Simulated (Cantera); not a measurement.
Cantera run, input and output.

```python
import numpy as np
import cantera as ct

gas = ct.Solution("gri30.yaml")
gas.TPX = 975, 13332, {'H2': 0.89, 'O2': 1, 'N2': 12}
reactor = ct.IdealGasConstPressureReactor(gas, energy="off", clone=False)
net = ct.ReactorNet([reactor])
net.rtol, net.atol = 1e-08, 1e-18
show = ['H2', 'O2', 'H2O2', 'N2O', 'NO', 'NO2', 'H2O']
times = np.geomspace(3e-06, 10, 13)

steps = ct.SolutionArray(gas, extra=["t"])
rows = []
print(f"{'t/s':>10s}{'T/K':>9s}{'P/Pa':>11s}" + "".join(f"{s:>11s}" for s in show))
for t in times:
    while net.time < t:
        t_next = net.step()
        steps.append(gas.state, t=t_next)
    rows.append([np.interp(t, steps.t, y) for y in (steps.T, steps.P, *steps(*show).X.T)])
    print(f"{t:10.3e}{rows[-1][0]:9.1f}{rows[-1][1]:11.4g}" + "".join(f"{x:11.3e}" for x in rows[-1][2:]))
rate = np.gradient(steps.T, steps.t)
print("integrator steps:", len(steps.t))
if steps.T.max() > steps.T[0] + 200:
    print(f"time of steepest temperature rise: {steps.t[rate.argmax()]:.4e} s")
gas.TPX = 975, 13332, {'H2': 0.89, 'O2': 1, 'N2': 12}
gas.equilibrate("TP")
print(f"equilibrium (TP): T = {gas.T:.1f} K  " + "  ".join(f"{s} {gas[s].X[0]:.3e}" for s in show))
```

Result:

```
       t/s      T/K       P/Pa         H2         O2       H2O2        N2O         NO        NO2        H2O
 3.000e-06    975.0  1.333e+04  6.407e-02  7.199e-02  4.800e-18  6.777e-22  8.641e-30  5.387e-41  5.597e-16
 1.049e-05    975.0  1.333e+04  6.407e-02  7.199e-02  5.886e-17  2.845e-21  3.687e-28  1.343e-38  1.957e-14
 3.667e-05    975.0  1.333e+04  6.407e-02  7.199e-02  7.241e-16  2.422e-20  1.625e-26  5.149e-36  5.314e-13
 1.282e-04    975.0  1.333e+04  6.407e-02  7.199e-02  9.125e-15  5.026e-19  6.831e-25  2.476e-33  1.167e-11
 4.481e-04    975.0  1.333e+04  6.407e-02  7.199e-02  1.341e-13  1.761e-17  4.360e-23  2.022e-30  3.755e-10
 1.567e-03    975.0  1.333e+04  6.407e-02  7.199e-02  3.826e-11  1.656e-14  9.764e-18  1.129e-22  3.517e-07
 5.477e-03    975.0  1.333e+04  3.645e-03  4.328e-02  5.336e-07  6.612e-09  6.808e-07  4.320e-11  5.954e-02
 1.915e-02    975.0  1.333e+04  2.098e-04  4.135e-02  3.604e-07  1.136e-08  7.368e-07  3.589e-09  6.594e-02
 6.694e-02    975.0  1.333e+04  2.784e-05  4.129e-02  1.438e-07  1.245e-08  7.223e-07  1.828e-08  6.616e-02
 2.340e-01    975.0  1.333e+04  2.335e-06  4.128e-02  3.777e-08  1.286e-08  7.093e-07  3.126e-08  6.619e-02
 8.182e-01    975.0  1.333e+04  1.216e-07  4.128e-02  8.027e-09  1.302e-08  7.154e-07  2.522e-08  6.619e-02
 2.860e+00    975.0  1.333e+04  8.814e-09  4.128e-02  1.848e-09  1.310e-08  7.271e-07  1.350e-08  6.620e-02
 1.000e+01    975.0  1.333e+04  1.699e-09  4.128e-02  4.919e-10  1.314e-08  7.343e-07  6.302e-09  6.620e-02
integrator steps: 1635
equilibrium (TP): T = 975.0 K  H2 3.656e-11  O2 4.127e-02  H2O2 9.960e-12  N2O 3.670e-10  NO 1.120e-05  NO2 1.162e-07  H2O 6.620e-02
```

Cantera simulation using GRI-Mech 3.0 (53 species, 325 reactions); the numbers are that mechanism's predictions, not measurements. Radical loss at walls, strong at low pressure, is not modelled. The temperature is held fixed by assumption; the heat of reaction is taken as removed at once.
